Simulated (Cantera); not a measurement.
Feed: 1 mol C₂F₆, 0.56 mol H₂, held at 0.180 Torr.

Method: chemical equilibrium by Gibbs-energy minimisation in Cantera with the NASA 1993 tables (ideal gas, pure condensed phases). Candidate condensed phases: C, C₆H₆, C₇H₈, C₈H₁₈; 95 gas species. The feed counts by its element totals alone. Gases not in the tables: C₂F₆ and larger saturated fluorocarbons. Equilibrium is a limit: real reactors are often held back by kinetics, nucleation or transport. All values below are at 1325 K.

Base state: CF₄ 0.521, HF 0.479, CF₂ 0.000103, F 3.05e-5, CF₃ 1.40e-5 (mole fractions); condensed: C(graphite).

### Question
What changes in the equilibrium state with this change: H₂ from 0.56 to 0.042 mol?

### Answer
| species | before | after |
|---|---|---|
| CF₄ | 0.521 | 0.946 |
| HF | 0.479 | 0.0537 |
| CF₂ | 0.000103 | 0.000138 |
| CF₃ | 1.40e-5 | 2.18e-5 |
| F | 3.05e-5 | 3.53e-5 |
| C(graphite), mol | 0.780 | 0.521 |

### Question
What changes in the equilibrium state with this change: H₂ from 0.56 to 0.053 mol?

### Answer
```
species             before     after
----------------  --------  --------
CF₄                  0.521     0.933
HF                   0.479    0.0671
CF₂               0.000103  0.000137
CF₃                1.40e-5   2.16e-5
F                  3.05e-5   3.52e-5
C(graphite), mol     0.780     0.526
```
